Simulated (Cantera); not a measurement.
Input (Python, Cantera) and output of one run.

```python
import numpy as np
import cantera as ct

gas_names = """
    CL CL2 H HCL H2 Si SiCL SiCL2 SiCL3 SiCL4 SiH SiHCL3 SiH2 SiH2CL2 SiH3 SiH3CL SiH4 Si2 Si3
""".split()
cond_names = """
    Si(cr) Si(L)
""".split()


# ... load() reads the species with a 1 bar reference pressure and builds the phases ...
atoms = {
    'SiH2Cl2': {'Si': 1, 'H': 2, 'CL': 2},
    'Cl2': {'CL': 2},
    'H2': {'H': 2},
}
top_T = {}  # K; cautious upper limits of use, not melting points


# ... equilibrate(T, P, feed) seeds the gas with the atoms and calls Mixture.equilibrate('TP', solver="vcs", rtol=1e-11, max_steps=5000) ...
results = []
feed = {'SiH2Cl2': 1, 'Cl2': 0.26, 'H2': 12}  # mol
T = 1375  # K
P = 100000  # Pa
mix = equilibrate(T, P, feed)
results.append((T, P, feed, dict(zip(mix.species_names, mix.species_moles))))
x = sorted(zip(gas.X, gas.species_names), reverse=True)
print(f"T = {T:g} K  P = {P:g} Pa  gas = {mix.phase_moles(0):.4g} mol")
print("   x: " + "  ".join(f"{s} {v:.3e}" for v, s in x if v > 1e-05))
print("   condensed (mol): " + ("  ".join(f"{mix.phase(i).name} {mix.phase_moles(i):.4g}"
      for i in range(1, mix.n_phases) if mix.phase_moles(i) > 1e-12) or "none"))
```

Result:

```
T = 1375 K  P = 100000 Pa  gas = 13.93 mol
   x: H2 8.951e-01  HCL 6.480e-02  SiCL2 1.352e-02  SiCL4 1.053e-02  SiHCL3 9.275e-03  SiCL3 5.565e-03  SiH2CL2 1.211e-03  SiH3CL 4.522e-05
   condensed (mol): Si(cr) 0.4409
```

Cantera equilibrium calculation (NASA polynomials, part measured and part estimated; ideal gas, pure solids and liquids). The tables' values for SiCl3 are old estimates; treat these amounts as uncertain.
